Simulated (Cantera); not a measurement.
Input (Python, Cantera):

```python
import numpy as np
import cantera as ct

gas = ct.Solution("gri30.yaml")
gas.TPX = 1098, 710, {'H2': 0.01, 'O2': 1}
reactor = ct.IdealGasConstPressureReactor(gas, energy="off", clone=False)
net = ct.ReactorNet([reactor])
net.rtol, net.atol = 1e-08, 1e-18
show = ['H2', 'O2', 'O', 'H2O', 'HO2']
times = np.geomspace(0.0001, 10, 12)

steps = ct.SolutionArray(gas, extra=["t"])
rows = []
print(f"{'t/s':>10s}{'T/K':>9s}{'P/Pa':>11s}" + "".join(f"{s:>11s}" for s in show))
for t in times:
    while net.time < t:
        t_next = net.step()
        steps.append(gas.state, t=t_next)
    rows.append([np.interp(t, steps.t, y) for y in (steps.T, steps.P, *steps(*show).X.T)])
    print(f"{t:10.3e}{rows[-1][0]:9.1f}{rows[-1][1]:11.4g}" + "".join(f"{x:11.3e}" for x in rows[-1][2:]))
rate = np.gradient(steps.T, steps.t)
print("integrator steps:", len(steps.t))
if steps.T.max() > steps.T[0] + 200:
    print(f"time of steepest temperature rise: {steps.t[rate.argmax()]:.4e} s")
gas.TPX = 1098, 710, {'H2': 0.01, 'O2': 1}
gas.equilibrate("TP")
print(f"equilibrium (TP): T = {gas.T:.1f} K  " + "  ".join(f"{s} {gas[s].X[0]:.3e}" for s in show))
```

Result:

```
       t/s      T/K       P/Pa         H2         O2          O        H2O        HO2
 1.000e-04   1098.0        710  9.901e-03  9.901e-01  1.732e-11  8.080e-13  5.811e-11
 2.848e-04   1098.0        710  9.901e-03  9.901e-01  1.010e-10  1.378e-11  1.657e-10
 8.111e-04   1098.0        710  9.901e-03  9.901e-01  5.071e-10  1.858e-10  4.725e-10
 2.310e-03   1098.0        710  9.901e-03  9.901e-01  3.340e-09  2.550e-09  1.352e-09
 6.579e-03   1098.0        710  9.901e-03  9.901e-01  9.730e-08  1.069e-07  4.189e-09
 1.874e-02   1098.0        710  9.002e-03  9.893e-01  5.897e-04  6.842e-04  8.558e-07
 5.337e-02   1098.0        710  4.557e-05  9.819e-01  7.692e-03  9.327e-03  7.494e-07
 1.520e-01   1098.0        710  3.304e-05  9.837e-01  5.990e-03  9.471e-03  6.654e-07
 4.329e-01   1098.0        710  1.842e-05  9.865e-01  3.303e-03  9.663e-03  5.131e-07
 1.233e+00   1098.0        710  6.009e-06  9.889e-01  1.073e-03  9.822e-03  2.954e-07
 3.511e+00   1098.0        710  1.201e-06  9.898e-01  2.161e-04  9.900e-03  1.180e-07
 1.000e+01   1098.0        710  1.951e-07  9.900e-01  3.549e-05  9.931e-03  3.437e-08
integrator steps: 1414
equilibrium (TP): T = 1098.0 K  H2 1.498e-10  O2 9.900e-01  O 2.820e-08  H2O 9.950e-03  HO2 1.138e-09
```

Computed with Cantera and GRI-Mech 3.0 (53 species, 325 reactions). Radical loss at walls, strong at low pressure, is not modelled.
